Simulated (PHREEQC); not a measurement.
Model water analysis in mmol/kgw, 20 °C, pH 6.5, pe 1.3:

```tsv
constituent	mmol/kgw
Na	324
K	1.91
Ca	4.14
Mg	43.8
Cl	426
S(6)	0.933
Alkalinity (meq/kgw)	0.609
F	0.0684
Zn	0.612
B	0.0732
```

Valence states are taken as typed.

Computed with PHREEQC (ion-association model, phreeqc.dat).

Q: The ionic strength comes out as 0.473 mol/kgw. What activity coefficients do KSO4-, ZnCl3-, ZnCl+, Zn+2, SO4-2 get?

A: KSO4- 0.70, ZnCl3- 0.66, ZnCl+ 0.66, Zn+2 0.22, SO4-2 0.21.

This is a speciation only: nothing precipitates in the calculation. Real BF4- forms and hydrolyses slowly; the run takes it at equilibrium.
